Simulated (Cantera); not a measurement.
Feed: 1 mol Ca(OH)₂, a varied amount of CO₂, 0.11 mol O₂, at 1175 K and 1.90 mbar.

Cantera equilibrium calculation (NASA polynomials, part measured and part estimated; ideal gas, pure solids and liquids). Candidate condensed phases: C, C₆H₆, C₇H₈, C₈H₁₈, Ca, CaCO₃, CaO, Ca(OH)₂, H₂O; 115 gas species. Rates play no part.

x: gas mole fraction; n: condensed amount in mol.

| n(CO₂) (mol) | x CO₂ | x H₂O | x O₂ | x OH | x CO | n CaO(s) |
|---|---|---|---|---|---|---|
| 0.57 | 0.339 | 0.595 | 0.0655 | ? | 2.91e-7 | 1.00 |
| 1.8 | 0.619 | 0.344 | 0.0378 | ? | 6.98e-7 | 1.00 |
| 3 | 0.730 | 0.243 | 0.0268 | ? | 9.79e-7 | 1.00 |
| 4.2 | 0.791 | 0.188 | 0.0207 | ? | 1.21e-6 | 1.00 |
| 5.4 | 0.829 | 0.154 | 0.0169 | ? | 1.40e-6 | 1.00 |
| 6.6 | 0.856 | 0.130 | 0.0143 | ? | 1.57e-6 | 1.00 |
| 7.8 | 0.875 | 0.112 | 0.0123 | ? | 1.73e-6 | 1.00 |

### Question
Complete the blanks.

### Answer

- 0.57, x OH: 1.85e-5
- 1.8, x OH: 1.22e-5
- 3, x OH: 9.44e-6
- 4.2, x OH: 7.79e-6
- 5.4, x OH: 6.69e-6
- 6.6, x OH: 5.89e-6
- 7.8, x OH: 5.29e-6
